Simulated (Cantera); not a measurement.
## Nitride etching: BN + O2 + N2

Charge: 1 mol BN, 0.35 mol O2, a varied amount of N2, held at 52000 Pa.

Method: chemical equilibrium by Gibbs-energy minimisation in Cantera with the NASA 1993 tables (ideal gas, pure condensed phases). Candidate condensed phases: B, BN, B2O3; 17 gas species. Mutual solubility and eutectic melting of coexisting phases are not modelled. Equilibrium is a limit: real reactors are often held back by kinetics, nucleation or transport.

Stable condensed phases:

```
T in K \ n(N2) in mol
         1.7   2 2.3 2.6   3 3.5   4 4.7 5.4 6.2 7.2
   2123    A   A   A   A   A   A   A   A   A   A   A
   2098    A   A   A   A   A   A   A   A   A   A   A
   2073    A   A   A   A   A   A   A   A   A   A   A
   2048    A   A   A   A   A   A   A   A   A   A   A
   2023    A   A   A   A   A   A   A   A   A   A   A
   1998    B   B   A   A   A   A   A   A   A   A   A
   1973    B   B   B   B   B   A   A   A   A   A   A
   1948    B   B   B   B   B   B   B   A   A   A   A
   1923    B   B   B   B   B   B   B   B   B   A   A
   1898    B   B   B   B   B   B   B   B   B   B   B
```

A: BN; B: BN + B2O3.
